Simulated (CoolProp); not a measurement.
Saturated liquid density (kg/m³) of carbon monoxide: the reference equation beside estimates from Tc = -140.3 °C, pc = 34.98 bar, ω = 0.050. Rackett uses Z = 0.29056 − 0.08775 ω.

Values from CoolProp's reference Helmholtz-energy equation of state, Lemmon 2006. It is a short technical equation, of lower accuracy than the large ones.

```csv
T (°C),reference,Rackett,van der Waals,Redlich-Kwong,Soave-Redlich-Kwong,Peng-Robinson
-184.05,759.6,770.7,518.9,756.3,753.9,853.0
-180.95,744.9,756.2,508.9,738.7,737.1,834.4
-177.95,730.1,741.7,498.9,720.8,719.9,815.4
-174.85,714.4,726.2,488.0,701.4,701.2,794.5
-171.75,697.9,710.0,476.5,680.9,681.4,772.3
-168.65,680.6,693.0,464.5,659.1,660.3,748.5
-165.55,662.3,675.1,451.6,636.0,637.8,723.0
-162.55,643.6,656.7,438.4,612.2,614.4,696.3
-159.45,622.8,636.4,423.7,585.7,588.4,666.4
-156.35,600.3,614.3,407.7,557.0,560.0,633.5
```

Absolute difference from the reference over all 10 rows, mean and median: Rackett 1.8 and 1.8 %, van der Waals 31.8 and 31.7 %, Redlich-Kwong 3.2 and 2.8 %, Soave-Redlich-Kwong 3.1 and 2.7 %, Peng-Robinson 9.8 and 10.3 %.
